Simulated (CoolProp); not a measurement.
A Linde-Hampson liquefier for methane: isothermal reversible compression at 250 K from 1 atm to 20 MPa, throttling to 1 atm, return gas leaving the recuperator 0 K below the feed. Each further row changes one setting.

The numbers come from the reference Helmholtz-energy equation of state, Setzmann 1991 in CoolProp.

```csv
case,liquid yield per pass,compression work (kJ/kg of gas)
as stated,?,613
high pressure 40 MPa,?,688
warm-end temperature 280 K,?,714
warm-end gap 5 K,?,613
```

Question: Some entries are withheld; supply them.

Answer: 
- as stated, liquid yield per pass: 0.326
- high pressure 40 MPa, liquid yield per pass: 0.355
- warm-end temperature 280 K, liquid yield per pass: 0.239
- warm-end gap 5 K, liquid yield per pass: 0.317
